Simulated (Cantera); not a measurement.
Feed: 1 mol SiC, 0.28 mol CO2, 2.2 mol H2, held at 1150 °C and 0.000720 bar.

Equilibrium computed with Cantera from the NASA thermochemical tables; the gas is ideal and each condensed phase is pure. Candidate condensed phases: C, C6H6, C7H8, C8H18, H2O, Si, SiC, SiO2; 123 gas species. Mutual solubility and eutectic melting of coexisting phases are not modelled. The tables hold silica as quartz up to 1696 K and as liquid above; real silica turns to tridymite and cristobalite and melts near 1996 K. Kinetics and transport are ignored.

What is the equilibrium state?


```
Property                                      Value
--------------------------------------  -----------
x(H2)                                         0.802
x(CO)                                         0.151
x(SiO)                                       0.0460
x(H)                                       0.000222
x(H2O)                                      3.98e-6
n(SiC(s))                                 0.865 mol
n(SiO2(β-quartz))                       0.00932 mol
gas amount                                2.742 mol
log10 activity of Si(s) (absent)              -1.11
log10 activity of C(graphite) (absent)        -1.17
```
